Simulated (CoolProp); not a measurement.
Vapour pressure (MPa) of toluene: the reference equation beside estimates from Tc = 318.6 °C, pc = 4.126 MPa, ω = 0.266. Clausius-Clapeyron is anchored at 55.95 °C with a constant enthalpy of vaporisation of 36.35 kJ/mol.

Computed with CoolProp (reference Helmholtz-energy equation of state, Lemmon 2006). It is a short technical equation, of lower accuracy than the large ones.

```
T (°C)  reference  Clausius-Clapeyron  van der Waals  Redlich-Kwong  Peng-Robinson
------  ---------  ------------------  -------------  -------------  -------------
12.75    0.001953            0.002116        0.09057       0.005718       0.002066
21.35    0.003138            0.003307         0.1111       0.008734       0.003281
30.05    0.004907            0.005063         0.1351        0.01300       0.005080
38.65    0.007415            0.007537         0.1622        0.01873       0.007616
47.35     0.01096             0.01103         0.1933        0.02643        0.01118
55.95     0.01575             0.01575         0.2280        0.03633        0.01598
64.65     0.02223             0.02218         0.2673        0.04910        0.02244
73.35     0.03073             0.03070         0.3110        0.06511        0.03091
81.95     0.04156             0.04167         0.3587        0.08462        0.04168
90.65     0.05544             0.05594         0.4120         0.1086        0.05546
99.25     0.07257             0.07383         0.4696         0.1371        0.07248
107.95    0.09393             0.09653         0.5331         0.1712        0.09369
```

Absolute difference from the reference over all 12 rows, mean and median: Clausius-Clapeyron 2.1 and 1.3 %, van der Waals 1680.4 and 1225.0 %, Redlich-Kwong 130.3 and 125.8 %, Peng-Robinson 1.9 and 1.2 %.
